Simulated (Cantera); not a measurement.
An adiabatic, constant-volume homogeneous reactor starts with 27.6 % H2, 15.2 % O2, 57.2 % N2, equivalence ratio 0.91, at 1673 K and 1000000 Pa.

Detailed kinetics in Cantera: GRI-Mech 3.0 (53 species, 325 reactions). The hydrogen kinetics of GRI-Mech 3.0 are dated; newer H2 mechanisms differ, most at raised pressure. Above 3000 K some thermodynamic fits are extrapolated.

x: mole fraction; the columns are a selection and need not sum to one.

```json
[
 {"t (s)": "5.00e-6", "T (K)": "3263", "P (bar)": "17.6", "x H2": "0.0390", "x O2": "0.0223", "x HO2": "3.88e-5", "x NO2": "[?]", "x H2O": "0.240", "x H2O2": "3.75e-6", "x OH": "0.0387"},
 {"t (s)": "1.20e-5", "T (K)": "3256", "P (bar)": "17.6", "x H2": "0.0397", "x O2": "0.0207", "x HO2": "3.62e-5", "x NO2": "[?]", "x H2O": "0.240", "x H2O2": "3.58e-6", "x OH": "0.0375"},
 {"t (s)": "2.86e-5", "T (K)": "3247", "P (bar)": "17.5", "x H2": "0.0406", "x O2": "0.0189", "x HO2": "3.33e-5", "x NO2": "[?]", "x H2O": "0.240", "x H2O2": "3.37e-6", "x OH": "0.0360"},
 {"t (s)": "6.84e-5", "T (K)": "3243", "P (bar)": "17.5", "x H2": "0.0409", "x O2": "0.0182", "x HO2": "3.22e-5", "x NO2": "9.97e-6", "x H2O": "0.240", "x H2O2": "3.29e-6", "x OH": "0.0355"},
 {"t (s)": "0.000164", "T (K)": "3243", "P (bar)": "17.5", "x H2": "0.0409", "x O2": "0.0182", "x HO2": "3.22e-5", "x NO2": "1.00e-5", "x H2O": "0.240", "x H2O2": "3.29e-6", "x OH": "0.0355"},
 {"t (s)": "0.000391", "T (K)": "3243", "P (bar)": "17.5", "x H2": "0.0409", "x O2": "0.0182", "x HO2": "3.22e-5", "x NO2": "1.00e-5", "x H2O": "0.240", "x H2O2": "3.29e-6", "x OH": "0.0355"},
 {"t (s)": "0.000935", "T (K)": "3243", "P (bar)": "17.5", "x H2": "0.0409", "x O2": "0.0182", "x HO2": "3.22e-5", "x NO2": "1.00e-5", "x H2O": "0.240", "x H2O2": "3.29e-6", "x OH": "0.0355"},
 {"t (s)": "0.00224", "T (K)": "3243", "P (bar)": "17.5", "x H2": "0.0409", "x O2": "0.0182", "x HO2": "3.22e-5", "x NO2": "1.00e-5", "x H2O": "0.240", "x H2O2": "3.29e-6", "x OH": "0.0355"},
 {"t (s)": "0.00535", "T (K)": "3243", "P (bar)": "17.5", "x H2": "0.0409", "x O2": "0.0182", "x HO2": "3.22e-5", "x NO2": "1.00e-5", "x H2O": "0.240", "x H2O2": "3.29e-6", "x OH": "0.0355"},
 {"t (s)": "0.0128", "T (K)": "3243", "P (bar)": "17.5", "x H2": "0.0409", "x O2": "0.0182", "x HO2": "3.22e-5", "x NO2": "1.00e-5", "x H2O": "0.240", "x H2O2": "3.29e-6", "x OH": "0.0355"},
 {"t (s)": "0.0306", "T (K)": "3243", "P (bar)": "17.5", "x H2": "0.0409", "x O2": "0.0182", "x HO2": "3.22e-5", "x NO2": "1.00e-5", "x H2O": "0.240", "x H2O2": "3.29e-6", "x OH": "0.0355"},
 {"t (s)": "0.0731", "T (K)": "3243", "P (bar)": "17.5", "x H2": "0.0409", "x O2": "0.0182", "x HO2": "3.22e-5", "x NO2": "1.00e-5", "x H2O": "0.240", "x H2O2": "3.29e-6", "x OH": "0.0355"},
 {"t (s)": "0.175", "T (K)": "3243", "P (bar)": "17.5", "x H2": "0.0409", "x O2": "0.0182", "x HO2": "3.22e-5", "x NO2": "1.00e-5", "x H2O": "0.240", "x H2O2": "3.29e-6", "x OH": "0.0355"},
 {"t (s)": "0.418", "T (K)": "3243", "P (bar)": "17.5", "x H2": "0.0409", "x O2": "0.0182", "x HO2": "3.22e-5", "x NO2": "1.00e-5", "x H2O": "0.240", "x H2O2": "3.29e-6", "x OH": "0.0355"},
 {"t (s)": "1.00", "T (K)": "3243", "P (bar)": "17.5", "x H2": "0.0409", "x O2": "0.0182", "x HO2": "3.22e-5", "x NO2": "1.00e-5", "x H2O": "0.240", "x H2O2": "3.29e-6", "x OH": "0.0355"}
]
```

Problem. Fill in the missing entries.

Solution. 
- 5.00e-6, x NO2: 2.33e-6
- 1.20e-5, x NO2: 5.47e-6
- 2.86e-5, x NO2: 8.82e-6
